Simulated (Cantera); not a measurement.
## Reactions in the system B-Cl-N-O

Cantera with NASA thermochemical tables; ideal gases at 1 bar, condensed phases pure. Values are per mole of reaction as written; species without (g) are pure solids or liquids, kept so even where they would boil at 1 bar.

4 N2O(g) + 6 BCl3(g) ⇌ 2 NO2(g) + 6 BN + 9 Cl2(g)

| T (K) | ΔH° (kJ) | ΔS° (J/K) | ΔG° (kJ) | log10 K |
|---|---|---|---|---|
| 650 | 647.2 | -60.9 | 686.8 | -55.19 |
| 850 | 646.5 | -61.9 | 699.1 | -42.96 |
| 1050 | 647.8 | -60.6 | 711.4 | -35.39 |
| 1250 | 650.2 | -58.5 | 723.3 | -30.23 |
| 1450 | 653.0 | -56.4 | 734.8 | -26.47 |
| 1650 | 656.4 | -54.2 | 745.9 | -23.61 |
| 1850 | 660.2 | -52.0 | 756.5 | -21.36 |
| 2050 | 664.5 | -49.8 | 766.7 | -19.54 |
| 2250 | 669.3 | -47.6 | 776.4 | -18.02 |
